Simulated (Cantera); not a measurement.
A Cantera script and what it prints.

```python
import numpy as np
import cantera as ct

gas_names = """
    CL CL2 H HCL H2 Si SiCL SiCL2 SiCL3 SiCL4 SiH SiHCL3 SiH2 SiH2CL2 SiH3 SiH3CL SiH4 Si2 Si3
""".split()
cond_names = """
    Si(cr) Si(L)
""".split()


# ... load() reads the species with a 1 bar reference pressure and builds the phases ...
atoms = {
    'SiCl4': {'Si': 1, 'CL': 4},
    'HCl': {'H': 1, 'CL': 1},
    'H2': {'H': 2},
}
top_T = {}  # K; cautious upper limits of use, not melting points


# ... equilibrate(T, P, feed) seeds the gas with the atoms and calls Mixture.equilibrate('TP', solver="vcs", rtol=1e-11, max_steps=5000) ...
results = []
T = 1025  # K
P = 46000  # Pa
for m in [0.56, 0.86, 1.3, 2.1, 3.2, 4.9, 7.6, 12, 18]:
    feed = {'SiCl4': 1, 'HCl': 1.3, 'H2': m}  # mol
    mix = equilibrate(T, P, feed)
    results.append((T, P, feed, dict(zip(mix.species_names, mix.species_moles))))
    x = sorted(zip(gas.X, gas.species_names), reverse=True)
    print(f"T = {T:g} K  P = {P:g} Pa  n(H2) = {m:g} mol  gas = {mix.phase_moles(0):.4g} mol")
    print("   x: " + "  ".join(f"{s} {v:.3e}" for v, s in x if v > 1e-05))
    print("   condensed (mol): " + ("  ".join(f"{mix.phase(i).name} {mix.phase_moles(i):.4g}"
          for i in range(1, mix.n_phases) if mix.phase_moles(i) > 1e-12) or "none"))
```

Result:

```
T = 1025 K  P = 46000 Pa  n(H2) = 0.56 mol  gas = 2.86 mol
   x: HCL 4.559e-01  SiCL4 3.483e-01  H2 1.945e-01  SiHCL3 1.277e-03  SiCL3 1.016e-04
   condensed (mol): none
T = 1025 K  P = 46000 Pa  n(H2) = 0.86 mol  gas = 3.16 mol
   x: HCL 4.133e-01  SiCL4 3.145e-01  H2 2.703e-01  SiHCL3 1.768e-03  SiCL3 1.194e-04
   condensed (mol): none
T = 1025 K  P = 46000 Pa  n(H2) = 1.3 mol  gas = 3.6 mol
   x: HCL 3.636e-01  H2 3.587e-01  SiCL4 2.753e-01  SiHCL3 2.334e-03  SiCL3 1.368e-04
   condensed (mol): none
T = 1025 K  P = 46000 Pa  n(H2) = 2.1 mol  gas = 4.4 mol
   x: H2 4.741e-01  HCL 2.987e-01  SiCL4 2.240e-01  SiHCL3 3.057e-03  SiCL3 1.558e-04
   condensed (mol): none
T = 1025 K  P = 46000 Pa  n(H2) = 3.2 mol  gas = 5.5 mol
   x: H2 5.780e-01  HCL 2.402e-01  SiCL4 1.779e-01  SiHCL3 3.680e-03  SiCL3 1.699e-04
   condensed (mol): none
T = 1025 K  P = 46000 Pa  n(H2) = 4.9 mol  gas = 7.201 mol
   x: H2 6.761e-01  HCL 1.850e-01  SiCL4 1.345e-01  SiHCL3 4.224e-03  SiCL3 1.803e-04  SiH2CL2 1.472e-05
   condensed (mol): none
T = 1025 K  P = 46000 Pa  n(H2) = 7.6 mol  gas = 9.901 mol
   x: H2 7.628e-01  HCL 1.362e-01  SiCL4 9.615e-02  SiHCL3 4.629e-03  SiCL3 1.860e-04  SiH2CL2 2.473e-05
   condensed (mol): none
T = 1025 K  P = 46000 Pa  n(H2) = 12 mol  gas = 14.3 mol
   x: H2 8.340e-01  HCL 9.603e-02  SiCL4 6.484e-02  SiHCL3 4.841e-03  SiCL3 1.860e-04  SiH2CL2 4.009e-05  SiCL2 1.114e-05
   condensed (mol): none
T = 1025 K  P = 46000 Pa  n(H2) = 18 mol  gas = 20.3 mol
   x: H2 8.815e-01  HCL 6.920e-02  SiCL4 4.416e-02  SiHCL3 4.836e-03  SiCL3 1.808e-04  SiH2CL2 5.875e-05  SiCL2 1.544e-05
   condensed (mol): none
```

Cantera equilibrium calculation (NASA polynomials, part measured and part estimated; ideal gas, pure solids and liquids). The tables' values for SiCl3 are old estimates; treat these amounts as uncertain.
